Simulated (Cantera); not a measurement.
Cantera run, input and output.

```python
import numpy as np
import cantera as ct

gas = ct.Solution("gri30.yaml")
gas.TPX = 1725, 38, {'CH4': 1, 'H2': 15, 'N2': 1.1}
reactor = ct.IdealGasConstPressureReactor(gas, energy="off", clone=False)
net = ct.ReactorNet([reactor])
net.rtol, net.atol = 1e-08, 1e-18
show = ['CH4', 'H2', 'C2H6', 'H', 'CH2', 'C2H']
times = np.geomspace(6e-06, 10, 11)

steps = ct.SolutionArray(gas, extra=["t"])
rows = []
print(f"{'t/s':>10s}{'T/K':>9s}{'P/Pa':>11s}" + "".join(f"{s:>11s}" for s in show))
for t in times:
    while net.time < t:
        t_next = net.step()
        steps.append(gas.state, t=t_next)
    rows.append([np.interp(t, steps.t, y) for y in (steps.T, steps.P, *steps(*show).X.T)])
    print(f"{t:10.3e}{rows[-1][0]:9.1f}{rows[-1][1]:11.4g}" + "".join(f"{x:11.3e}" for x in rows[-1][2:]))
rate = np.gradient(steps.T, steps.t)
print("integrator steps:", len(steps.t))
if steps.T.max() > steps.T[0] + 200:
    print(f"time of steepest temperature rise: {steps.t[rate.argmax()]:.4e} s")
gas.TPX = 1725, 38, {'CH4': 1, 'H2': 15, 'N2': 1.1}
gas.equilibrate("TP")
print(f"equilibrium (TP): T = {gas.T:.1f} K  " + "  ".join(f"{s} {gas[s].X[0]:.3e}" for s in show))
```

It prints:

```
       t/s      T/K       P/Pa        CH4         H2       C2H6          H        CH2        C2H
 6.000e-06   1725.0         38  5.848e-02  8.772e-01  6.218e-22  4.190e-09  1.536e-18  4.865e-37
 2.514e-05   1725.0         38  5.848e-02  8.772e-01  5.261e-20  1.752e-08  3.893e-17  9.018e-34
 1.053e-04   1725.0         38  5.848e-02  8.772e-01  5.242e-18  7.286e-08  9.476e-16  8.141e-31
 4.413e-04   1725.0         38  5.848e-02  8.772e-01  8.150e-16  2.972e-07  2.382e-14  1.126e-27
 1.849e-03   1725.0         38  5.848e-02  8.772e-01  1.494e-13  1.171e-06  7.691e-13  3.665e-24
 7.746e-03   1725.0         38  5.847e-02  8.772e-01  1.794e-11  4.682e-06  2.454e-11  9.745e-21
 3.245e-02   1725.0         38  5.845e-02  8.772e-01  1.047e-09  1.937e-05  5.514e-10  1.684e-17
 1.360e-01   1725.0         38  5.836e-02  8.771e-01  2.946e-08  8.097e-05  1.014e-08  2.684e-14
 5.697e-01   1725.0         38  5.788e-02  8.770e-01  4.929e-07  3.440e-04  1.710e-07  4.698e-11
 2.387e+00   1725.0         38  5.040e-02  8.798e-01  3.104e-06  1.319e-03  1.772e-06  2.618e-08
 1.000e+01   1725.0         38  2.038e-02  8.972e-01  8.139e-07  1.965e-03  1.690e-06  2.400e-07
integrator steps: 535
equilibrium (TP): T = 1725.0 K  CH4 4.572e-06  H2 9.029e-01  C2H6 1.692e-13  H 9.117e-03  CH2 9.964e-09  C2H 1.169e-06
```

Model: GRI-Mech 3.0 (53 species, 325 reactions), integrated in Cantera. GRI-Mech 3.0 stops at C3 and has no aromatics, soot or wall deposition, so with more carbon than oxygen in the feed, carbon stays in small species such as C2H2 where larger ones or solid carbon would form. Radical loss at walls, strong at low pressure, is not modelled.
